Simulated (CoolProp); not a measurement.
Carbonyl sulfide along the isobar 321 kPa: density (kg/m³) from the reference equation and from simpler models built on Tc = 105.6 °C, pc = 6369 kPa, ω = 0.098; each cubic takes its own stable root.

Values from CoolProp's reference Helmholtz-energy equation of state, Lemmon 2006. It is a short technical equation, of lower accuracy than the large ones.

```json
[
 {"T (°C)": "-25.25", "phase": "liquid", "reference": "1119"},
 {"T (°C)": "-9.25", "phase": "gas", "reference": "9.289"},
 {"T (°C)": "6.75", "phase": "gas", "reference": "8.671"},
 {"T (°C)": "22.75", "phase": "gas", "reference": "8.140"},
 {"T (°C)": "38.75", "phase": "gas", "reference": "7.677"},
 {"T (°C)": "54.75", "phase": "gas", "reference": "7.268"},
 {"T (°C)": "70.75", "phase": "gas", "reference": "6.903"},
 {"T (°C)": "86.75", "phase": "gas", "reference": "6.576"},
 {"T (°C)": "102.75", "phase": "gas", "reference": "6.280"},
 {"T (°C)": "118.85", "phase": "gas", "reference": "6.009"},
 {"T (°C)": "134.85", "phase": "gas", "reference": "5.762"},
 {"T (°C)": "150.85", "phase": "gas", "reference": "5.536"}
]
```

Question: How far does each simpler model (van der Waals, Redlich-Kwong, Peng-Robinson) lie from the reference over these 12 states: mean and median of the absolute difference, and the worst?

Answer: 
- van der Waals: mean 8.8 %, median 0.5 %, worst -99.1 % at -25.25 °C and 321 kPa
- Redlich-Kwong: mean 0.6 %, median 0.1 %, worst -6.0 % at -25.25 °C and 321 kPa
- Peng-Robinson: mean 0.8 %, median 0.2 %, worst +7.1 % at -25.25 °C and 321 kPa

At some of these states van der Waals gives the other phase, because its saturation line lies elsewhere.
